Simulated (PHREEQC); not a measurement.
A column of 0.5 m (30 cells, dispersivity 0.018 m, 720 s a shift, diffusion coefficient 3e-10 m²/s) holds 0.0032 eq of the database's cation exchanger X per kg of pore water, first in equilibrium with 10 mmol/kgw NH4Cl, 0.34 mmol/kgw MgCl2 and 0.01 mmol/kgw HCl. It is flushed with 0.37 mmol/kgw SrCl2, 1.6 mmol/kgw BaCl2 and 0.01 mmol/kgw HCl, at 25 °C. Values are for the last cell. The system is closed to CO2. Precipitation was switched off in this run.

Computed with PHREEQC (ion-association model, phreeqc.dat).

```tsv
pore volumes	Ba in solution (mol/kgw)	Sr in solution (mol/kgw)	NH4 in solution (mol/kgw)	Mg in solution (mol/kgw)	Cl in solution (mol/kgw)
0	0	0	0.0100	0.000340	0.0107
0.4167	0	0	0.01000	0.000340	0.0107
0.6833	4.22e-14	0	0.00942	0.000302	0.0100
1.083	9.22e-11	___	___	0.000133	0.00619
1.483	7.77e-5	___	0.00227	0.000917	0.00431
1.883	0.00110	0.000254	0.000327	0.000472	0.00399
2.15	0.00143	0.000331	7.86e-5	0.000171	___
2.55	___	___	8.57e-6	3.35e-5	0.00395
2.95	___	0.000369	8.84e-7	6.36e-6	0.00395
3.35	0.00160	0.000370	8.79e-8	1.18e-6	0.00395
3.617	0.00160	0.000370	1.86e-8	3.83e-7	0.00395
4.017	0.00160	0.000370	1.79e-9	6.96e-8	0.00395
```

Problem. Fill in the missing entries.

Solution. 
- 1.083, Sr in solution (mol/kgw): 2.13e-11
- 1.083, NH4 in solution (mol/kgw): 0.00592
- 1.483, Sr in solution (mol/kgw): 1.80e-5
- 2.15, Cl in solution (mol/kgw): 0.00396
- 2.55, Ba in solution (mol/kgw): 0.00157
- 2.55, Sr in solution (mol/kgw): 0.000363
- 2.95, Ba in solution (mol/kgw): 0.00159
